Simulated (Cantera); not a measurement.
Input: 1 mol PbO, 5.2 mol CO, 0.16 mol H₂, held at 902 °C and 100000 Pa.

Cantera equilibrium calculation (NASA polynomials, part measured and part estimated; ideal gas, pure solids and liquids). Candidate condensed phases: C, C₆H₆, C₇H₈, C₈H₁₈, H₂O, Pb, PbO, PbO₂, Pb₃O₄; 113 gas species. Kinetics and transport are ignored.

**Question.** What is the equilibrium state?

**Answer.** 
| Item | Result |
|---|---|
| x(CO) | 0.790 |
| x(CO₂) | 0.180 |
| x(H₂) | 0.0231 |
| x(H₂O) | 0.00673 |
| x(Pb) | 0.000435 |
| n(Pb(l)) | 0.998 mol |
| gas amount | 5.362 mol |
| log10 activity of C(graphite) (absent) | -1.03 |
| log10 activity of PbO₂(s) (absent) | -15.33 |
